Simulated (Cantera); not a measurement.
A perfectly stirred reactor is fed with 45.5 % C2H6, 54.5 % H2, at 0.210 Torr; it is held at 1775 K, and followed from long to short residence time.

Cantera simulation using GRI-Mech 3.0 (53 species, 325 reactions); the numbers are that mechanism's predictions, not measurements. GRI-Mech 3.0 stops at C3 and has no aromatics, soot or wall deposition, so with more carbon than oxygen in the feed, carbon stays in small species such as C2H2 where larger ones or solid carbon would form. Radical loss at walls, strong at low pressure, is not modelled.

Q: Predict: x(C2H6) at τ = 1.60 s; x(H2) at τ = 1.60 s; x(H) at τ = 1.60 s; x(CH4) at τ = 1.60 s; x(C2H) at τ = 1.60 s; x(C2H6) at τ = 18.0 ms; x(H2) at τ = 18.0 ms; x(H) at τ = 18.0 ms; x(CH4) at τ = 18.0 ms; x(C2H) at τ = 18.0 ms.

A: 
```
Property                  Result
----------------------  --------
x(C2H6) at τ = 1.60 s   0.000598
x(H2) at τ = 1.60 s        0.690
x(H) at τ = 1.60 s       0.00504
x(CH4) at τ = 1.60 s      0.0794
x(C2H) at τ = 1.60 s     1.20e-5
x(C2H6) at τ = 18.0 ms    0.0462
x(H2) at τ = 18.0 ms       0.508
x(H) at τ = 18.0 ms      0.00623
x(CH4) at τ = 18.0 ms      0.209
x(C2H) at τ = 18.0 ms    6.46e-6
```
